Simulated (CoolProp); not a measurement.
Properties of n-perfluorohexane along the isotherm 315.2 K.

Values from CoolProp's reference Helmholtz-energy equation of state, Gao 2022.

| p (MPa) | phase | density (kg/m³) | cv (kJ/(kg K)) | speed of sound (m/s) | Joule-Thomson coefficient (K/MPa) | fugacity coefficient |
|---|---|---|---|---|---|---|
| 0.116 | liquid | 1626 | 0.8757 | 468.5 | -0.2347 | 0.4903 |
| 0.174 | liquid | 1626 | 0.8757 | 468.9 | -0.2352 | 0.3284 |
| 0.232 | liquid | 1626 | 0.8757 | 469.4 | -0.2357 | 0.2474 |
| 0.29 | liquid | 1627 | 0.8757 | 469.9 | -0.2362 | 0.1988 |
| 0.348 | liquid | 1627 | 0.8757 | 470.4 | -0.2366 | 0.1665 |
| 0.406 | liquid | 1627 | 0.8757 | 470.9 | -0.2371 | 0.1433 |
| 0.464 | liquid | 1628 | 0.8757 | 471.4 | -0.2376 | 0.1260 |
| 0.522 | liquid | 1628 | 0.8757 | 471.9 | -0.2380 | 0.1125 |
| 0.581 | liquid | 1628 | 0.8756 | 472.4 | -0.2385 | 0.1016 |
| 0.639 | liquid | 1629 | 0.8756 | 472.8 | -0.2390 | 0.09277 |
| 0.697 | liquid | 1629 | 0.8756 | 473.3 | -0.2394 | 0.08545 |
| 0.755 | liquid | 1629 | 0.8756 | 473.8 | -0.2399 | 0.07924 |
| 0.813 | liquid | 1629 | 0.8756 | 474.3 | -0.2403 | 0.07393 |
| 0.871 | liquid | 1630 | 0.8756 | 474.7 | -0.2408 | 0.06932 |
